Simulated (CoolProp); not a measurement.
Nitrous oxide along the isotherm -72.95 °C: fugacity coefficient from the reference equation and from simpler models built on Tc = 36.4 °C, pc = 7.245 MPa, ω = 0.161; each cubic takes its own stable root.

Model: reference Helmholtz-energy equation of state, Lemmon 2006, in CoolProp. It is a short technical equation, of lower accuracy than the large ones.

```tsv
p (MPa)	phase	reference	van der Waals	Redlich-Kwong	Soave-Redlich-Kwong	Peng-Robinson
2.26	liquid	0.1044	0.3962	0.1382	0.1054	0.1054
4.53	liquid	0.05476	0.2142	0.07285	0.05550	0.05517
6.79	liquid	0.03841	0.1547	0.05133	0.03907	0.03860
9.06	liquid	0.03027	0.1255	0.04063	0.03090	0.03034
11.3	liquid	0.02550	0.1087	0.03438	0.02612	0.02550
13.6	liquid	___	0.09776	0.03017	0.02291	0.02223
15.8	liquid	0.02013	0.09071	0.02737	0.02076	0.02003
18.1	liquid	0.01848	0.08561	0.02523	0.01912	0.01834
20.4	liquid	0.01724	0.08208	0.02363	0.01790	0.01706
22.6	liquid	0.01632	0.07977	___	___	0.01612
```

Problem. Complete the blanks.

Solution. 
- 13.6, reference: 0.02228
- 22.6, Redlich-Kwong: 0.02246
- 22.6, Soave-Redlich-Kwong: 0.01700
